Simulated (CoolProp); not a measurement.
n-perfluorobutane along the isotherm 450 K: Z from the reference equation and from simpler models built on Tc = 386.3 K, pc = 2322 kPa, ω = 0.372; each cubic takes its own stable root.

The numbers come from the reference Helmholtz-energy equation of state, Gao 2022 in CoolProp.

```csv
p (kPa),phase,reference
1110,gas,0.9066
2220,gas,0.8022
3330,supercritical,0.6936
4440,supercritical,0.5990
5560,supercritical,0.5492
6670,supercritical,0.5500
7780,supercritical,0.5761
8890,supercritical,0.6132
10000,supercritical,0.6553
```

Task: How far does each simpler model (Redlich-Kwong, Soave-Redlich-Kwong, Peng-Robinson) lie from the reference over these 9 states: mean and median of the absolute difference, and the worst?

Result: 
- Redlich-Kwong: mean 3.6 %, median 1.7 %, worst -10.0 % at 450 K and 4440 kPa
- Soave-Redlich-Kwong: mean 6.8 %, median 8.6 %, worst +11.5 % at 450 K and 6670 kPa
- Peng-Robinson: mean 1.9 %, median 2.1 %, worst +3.7 % at 450 K and 6670 kPa
